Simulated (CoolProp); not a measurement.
A simple Rankine cycle with cyclohexane: condensing at 325.15 K, boiler at 0.302 MPa, turbine inlet 545.2 K, turbine efficiency 0.75, pump efficiency 0.8, no recuperator. Each further row changes one setting.

Computed with CoolProp (reference Helmholtz-energy equation of state, Zhou 2014).

```tsv
case	thermal efficiency (%)	net work (kJ/kg)	heat in (kJ/kg)	turbine exit temperature (K)	volume ratio over the turbine
as stated	9.7	77.7	802	510.8	7.41
turbine inlet 565.2 K	9.5	80.8	852	530.8	7.41
condensing temperature 317.15 K	10.9	88.8	817	505.9	9.95
boiler pressure 0.211 MPa	8.1	64.9	803	517.0	5.20
turbine efficiency 0.65	8.4	67.3	802	515.3	7.48
```
